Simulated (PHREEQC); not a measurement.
Solution (20 °C): 0.025 mol/kgw NiSO4, 0.21 mol/kgw Na2SO4 and 0.013 mol/kgw HCl. Closed to the air; pH follows from the charge balance.

Equilibrium calculation in PHREEQC: ion-association model, wateq4f.dat.

**Question.** The ionic strength comes out as 0.551 mol/kgw. What activity coefficients do Cl-, SO4-2, Ni+2, Na+, NaSO4- get?

**Answer.** Cl- 0.64, SO4-2 0.20, Ni+2 0.30, Na+ 0.71, NaSO4- 0.69.

Precipitation was switched off in this run. Species that the database lacks are ignored.
